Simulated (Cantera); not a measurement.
Charge: 1 mol MgO, 0.059 mol H₂S, 7.8 mol O₂, held at 18.0 Torr.

Equilibrium computed with Cantera from the NASA thermochemical tables; the gas is ideal and each condensed phase is pure. Candidate condensed phases: H₂O, H₂SO₄, Mg, MgO, Mg(OH)₂, MgS, MgSO₄, S; 26 gas species. The numbers say what is thermodynamically allowed, not how fast it happens.

Q: Which condensed phases are stable at each of these points (T (K)): 700, 800, 900, 1000, 1100, 1200, 1300?

A: 
```csv
T (K),condensed phases,Mg condensed (%)
700,MgO(s) + MgSO₄(s),100.0
800,MgO(s) + MgSO₄(s),100.0
900,MgO(s) + MgSO₄(s),100.0
1000,MgO(s) + MgSO₄(s),100.0
1100,MgO(s),100.0
1200,MgO(s),100.0
1300,MgO(s),100.0
```

From 700 K to 1000 K the condensed part is MgO(s) + MgSO₄(s). From 1100 K to 1300 K the condensed part is MgO(s).
